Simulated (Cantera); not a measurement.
A perfectly stirred reactor is fed with H₂ : O₂ : N₂ = 0.022 : 1 : 0.67 (molar parts), at 9.75 Torr; it is held at 1323 K, and followed from long to short residence time.

Cantera simulation using the H2/O2 subset of GRI-Mech 3.0, which has no nitrogen chemistry; the numbers are that mechanism's predictions, not measurements. Radical loss at walls, strong at low pressure, is not modelled.

### Question
What does this change do: O2 1 to 0.23 parts?

### Answer
```tsv
quantity	before	after
x(H₂) at τ = 0.600 s	7.20e-5	0.000275
x(O₂) at τ = 0.600 s	0.585	0.237
x(H₂O) at τ = 0.600 s	0.0124	0.0227
x(H₂O₂) at τ = 0.600 s	1.37e-8	2.17e-8
x(OH) at τ = 0.600 s	0.000909	0.00133
x(H₂) at τ = 39.0 ms	0.000322	0.000869
x(O₂) at τ = 39.0 ms	0.581	0.233
x(H₂O) at τ = 39.0 ms	0.0116	0.0201
x(H₂O₂) at τ = 39.0 ms	1.97e-8	2.72e-8
x(OH) at τ = 39.0 ms	0.00147	0.00213
```

### Question
What does this change do: H2 0.022 to 0.039 parts?

### Answer
```
quantity                  before     after
----------------------  --------  --------
x(H₂) at τ = 0.600 s     7.20e-5  0.000135
x(O₂) at τ = 0.600 s       0.585     0.576
x(H₂O) at τ = 0.600 s     0.0124    0.0220
x(H₂O₂) at τ = 0.600 s   1.37e-8   2.27e-8
x(OH) at τ = 0.600 s    0.000909   0.00134
x(H₂) at τ = 39.0 ms    0.000322  0.000521
x(O₂) at τ = 39.0 ms       0.581     0.568
x(H₂O) at τ = 39.0 ms     0.0116    0.0203
x(H₂O₂) at τ = 39.0 ms   1.97e-8   3.15e-8
x(OH) at τ = 39.0 ms     0.00147   0.00228
```
